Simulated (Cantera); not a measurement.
Input: 1 mol C2H6, 0.4 mol CO2, equilibrated at 950 K and 2.10 bar.

Equilibrium computed with Cantera from the NASA thermochemical tables; the gas is ideal and each condensed phase is pure. Candidate condensed phases: C, C6H6, C7H8, C8H18, H2O; 110 gas species. The numbers say what is thermodynamically allowed, not how fast it happens.

Base state: H2 0.624, CH4 0.137, H2O 0.115, CO 0.0937, CO2 0.0308 (mole fractions); condensed: C(graphite).

Problem. What changes in the equilibrium state with this change: pressure from 2.10 bar to 0.000170 bar?

Solution. 
| species | before | after |
|---|---|---|
| H2 | 0.624 | 0.789 |
| CO | 0.0937 | 0.210 |
| H2O | 0.115 | 2.64e-5 |
| CH4 | 0.137 | 1.78e-5 |
| CO2 | 0.0308 | 1.26e-5 |
| C(graphite), mol | 1.63 | 1.60 |
